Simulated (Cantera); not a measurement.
A closed system holds: 1 mol AlCl₃, 5 mol O₂, 52 mol H₂, equilibrated at 100 Pa.

Cantera equilibrium calculation (NASA polynomials, part measured and part estimated; ideal gas, pure solids and liquids). Candidate condensed phases: Al, AlCl₃, Al₂O₃, H₂O; 29 gas species. The numbers say what is thermodynamically allowed, not how fast it happens. All values below are at 775 °C.

Base state: H₂ 0.785, H₂O 0.159, HCl 0.0561 (mole fractions); condensed: Al₂O₃(s).

Q: What changes in the equilibrium state with this change: O₂ from 5 to 12 mol?

A: 
| species | before | after |
|---|---|---|
| H₂ | 0.785 | 0.523 |
| H₂O | 0.159 | 0.421 |
| HCl | 0.0561 | 0.0561 |
| Al₂O₃(s), mol | 0.500 | 0.500 |
